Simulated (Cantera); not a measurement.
# Zr + N₂O + H₂ (tantalum, niobium, vanadium and zirconium in process gases)

A closed system holds: 1 mol Zr, 0.18 mol N₂O, 320 mol H₂.

Cantera equilibrium calculation (NASA polynomials, part measured and part estimated; ideal gas, pure solids and liquids). Candidate condensed phases: H₂O, Zr, ZrN, ZrO₂; 28 gas species. Mutual solubility and eutectic melting of coexisting phases are not modelled. ZrN: taken at fixed stoichiometry. Condensed phases not in the tables: solid solutions among these carbides, nitrides and lower oxides, N, O or C dissolved in the metal. Kinetics and transport are ignored.

Q: Map the stable condensed phases over T = 1500, 1550, 1600, 1650, 1700, 1750, 1800, 1850, 1900, 1950 °C and P in Pa = 0.10, 0.60, 3.6, 22, 130, 770, 4600, 28000, 170000, 1000000.

A: 
```
T in °C \ P in Pa
            0.10    0.60     3.6      22     130     770    4600   28000  170000 1000000
   1950        A       A       A       B       B       C       C       C       C       C
   1900        A       A       B       B       B       C       C       C       C       C
   1850        A       A       B       B       C       C       C       C       C       C
   1800        A       D       B       B       C       C       C       C       C       C
   1750        A       B       B       C       C       C       C       C       C       C
   1700        D       B       B       C       C       C       C       C       C       C
   1650        B       B       C       C       C       C       C       C       C       C
   1600        B       B       C       C       C       C       C       C       C       C
   1550        B       C       C       C       C       C       C       C       C       C
   1500        C       C       C       C       C       C       C       C       C       C
```
A: gas only; B: Zr + ZrN; C: Zr + ZrN + ZrO₂; D: ZrN.
